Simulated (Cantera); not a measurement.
An isothermal plug-flow reactor at 950 K and 0.350 bar (inlet), inlet velocity 4 m/s, active area per volume 570 1/m; feed H₂ : O₂ : N₂ = 0.0038 : 0.16 : 0.79 (molar parts), equivalence ratio 0.012.

Detailed kinetics in Cantera: Deutschmann's 1995 Pt surface mechanism with GRI-Mech 3.0 gas chemistry. Catalytic surfaces can have several steady states; this one follows from the mechanism file's or the stated starting coverage. Mass transfer to the wall is taken as infinitely fast.

### Question
Predict: x(H₂) at z = 0.0065 m; x(O₂) at z = 0.0065 m; x(H₂O) at z = 0.0065 m; θ(free Pt) at the exit; θ(O*) at the exit.

### Answer
```
Quantity                  Value
----------------------  -------
x(H₂) at z = 0.0065 m   1.01e-5
x(O₂) at z = 0.0065 m     0.166
x(H₂O) at z = 0.0065 m  0.00398
θ(free Pt) at the exit    0.171
θ(O*) at the exit         0.828
```
